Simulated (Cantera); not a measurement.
Input (Python, Cantera) and output of one run.

```python
import numpy as np
import cantera as ct

gas_names = """
    N N2 Pb Pb2
""".split()
cond_names = """
    Pb(cr) Pb(L)
""".split()


# ... load() reads the species with a 1 bar reference pressure and builds the phases ...
atoms = {
    'Pb': {'Pb': 1},
    'N2': {'N': 2},
}
top_T = {}  # K; cautious upper limits of use, not melting points


# ... equilibrate(T, P, feed) seeds the gas with the atoms and calls Mixture.equilibrate('TP', solver="vcs", rtol=1e-11, max_steps=5000) ...
results = []
P = 1333.22  # Pa
for T in [723, 773, 823, 873, 923, 973, 1023, 1073, 1123, 1173, 1223, 1273, 1323]:
    for m in [0.43, 0.7, 1.1, 1.9, 3.1, 5, 8.3, 14, 22, 36, 59]:
        feed = {'Pb': 1, 'N2': m}  # mol
        mix = equilibrate(T, P, feed)
        results.append((T, P, feed, dict(zip(mix.species_names, mix.species_moles))))

for T, P, feed, n in results:
    print(f"{T:7g} {feed['N2']:10.4g}  " + (" + ".join(c for c in cond_names if n.get(c, 0) > 1e-12) or "gas only"))
```

Result:

```
    723       0.43  Pb(L)
    723        0.7  Pb(L)
    723        1.1  Pb(L)
    723        1.9  Pb(L)
    723        3.1  Pb(L)
    723          5  Pb(L)
    723        8.3  Pb(L)
    723         14  Pb(L)
    723         22  Pb(L)
    723         36  Pb(L)
    723         59  Pb(L)
    773       0.43  Pb(L)
    773        0.7  Pb(L)
    773        1.1  Pb(L)
    773        1.9  Pb(L)
    773        3.1  Pb(L)
    773          5  Pb(L)
    773        8.3  Pb(L)
    773         14  Pb(L)
    773         22  Pb(L)
    773         36  Pb(L)
    773         59  Pb(L)
    823       0.43  Pb(L)
    823        0.7  Pb(L)
    823        1.1  Pb(L)
    823        1.9  Pb(L)
    823        3.1  Pb(L)
    823          5  Pb(L)
    823        8.3  Pb(L)
    823         14  Pb(L)
    823         22  Pb(L)
    823         36  Pb(L)
    823         59  Pb(L)
    873       0.43  Pb(L)
    873        0.7  Pb(L)
    873        1.1  Pb(L)
    873        1.9  Pb(L)
    873        3.1  Pb(L)
    873          5  Pb(L)
    873        8.3  Pb(L)
    873         14  Pb(L)
    873         22  Pb(L)
    873         36  Pb(L)
    873         59  Pb(L)
    923       0.43  Pb(L)
    923        0.7  Pb(L)
    923        1.1  Pb(L)
    923        1.9  Pb(L)
    923        3.1  Pb(L)
    923          5  Pb(L)
    923        8.3  Pb(L)
    923         14  Pb(L)
    923         22  Pb(L)
    923         36  Pb(L)
    923         59  Pb(L)
    973       0.43  Pb(L)
    973        0.7  Pb(L)
    973        1.1  Pb(L)
    973        1.9  Pb(L)
    973        3.1  Pb(L)
    973          5  Pb(L)
    973        8.3  Pb(L)
    973         14  Pb(L)
    973         22  Pb(L)
    973         36  Pb(L)
    973         59  Pb(L)
   1023       0.43  Pb(L)
   1023        0.7  Pb(L)
   1023        1.1  Pb(L)
   1023        1.9  Pb(L)
   1023        3.1  Pb(L)
   1023          5  Pb(L)
   1023        8.3  Pb(L)
   1023         14  Pb(L)
   1023         22  Pb(L)
   1023         36  Pb(L)
   1023         59  Pb(L)
   1073       0.43  Pb(L)
   1073        0.7  Pb(L)
   1073        1.1  Pb(L)
   1073        1.9  Pb(L)
   1073        3.1  Pb(L)
   1073          5  Pb(L)
   1073        8.3  Pb(L)
   1073         14  Pb(L)
   1073         22  Pb(L)
   1073         36  Pb(L)
   1073         59  Pb(L)
   1123       0.43  Pb(L)
   1123        0.7  Pb(L)
   1123        1.1  Pb(L)
   1123        1.9  Pb(L)
   1123        3.1  Pb(L)
   1123          5  Pb(L)
   1123        8.3  Pb(L)
   1123         14  Pb(L)
   1123         22  Pb(L)
   1123         36  Pb(L)
   1123         59  Pb(L)
   1173       0.43  Pb(L)
   1173        0.7  Pb(L)
   1173        1.1  Pb(L)
   1173        1.9  Pb(L)
   1173        3.1  Pb(L)
   1173          5  Pb(L)
   1173        8.3  Pb(L)
   1173         14  Pb(L)
   1173         22  Pb(L)
   1173         36  gas only
   1173         59  gas only
   1223       0.43  Pb(L)
   1223        0.7  Pb(L)
   1223        1.1  Pb(L)
   1223        1.9  Pb(L)
   1223        3.1  Pb(L)
   1223          5  Pb(L)
   1223        8.3  Pb(L)
   1223         14  gas only
   1223         22  gas only
   1223         36  gas only
   1223         59  gas only
   1273       0.43  Pb(L)
   1273        0.7  Pb(L)
   1273        1.1  Pb(L)
   1273        1.9  Pb(L)
   1273        3.1  Pb(L)
   1273          5  Pb(L)
   1273        8.3  gas only
   1273         14  gas only
   1273         22  gas only
   1273         36  gas only
   1273         59  gas only
   1323       0.43  Pb(L)
   1323        0.7  Pb(L)
   1323        1.1  Pb(L)
   1323        1.9  Pb(L)
   1323        3.1  gas only
   1323          5  gas only
   1323        8.3  gas only
   1323         14  gas only
   1323         22  gas only
   1323         36  gas only
   1323         59  gas only
```

These are equilibrium values from Cantera (NASA tables, ideal gas, pure condensed phases), not measurements of a reactor.
